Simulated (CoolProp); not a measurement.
A single-stage vapour-compression cycle with R22: evaporating at 201.15 K (dew point), condensing at 248.15 K (bubble point), superheat 5 K, subcooling 5 K, compressor efficiency 0.8, no pressure losses. Each further row changes one setting.

The numbers come from the reference Helmholtz-energy equation of state, Kamei 1995 in CoolProp.

```tsv
case	cooling COP	pressure ratio	discharge temperature (K)	refrigerating effect (kJ/kg)	volumetric capacity (kJ/m³)
as stated	2.88	11.2	327.6	210	192
evaporating temperature 206.15 K	3.38	8.15	?	?	261
condensing temperature 243.15 K	3.29	9.11	?	215	197
subcooling 10 K	2.96	11.2	327.6	215	197
superheat 15 K	2.83	11.2	340.1	215	188
compressor efficiency 0.7	2.52	11.2	?	210	192
```

Task: Some entries are withheld; supply them.

Result: 
- evaporating temperature 206.15 K, discharge temperature (K): 316.8
- evaporating temperature 206.15 K, refrigerating effect (kJ/kg): 212
- condensing temperature 243.15 K, discharge temperature (K): 316.5
- compressor efficiency 0.7, discharge temperature (K): 342.3
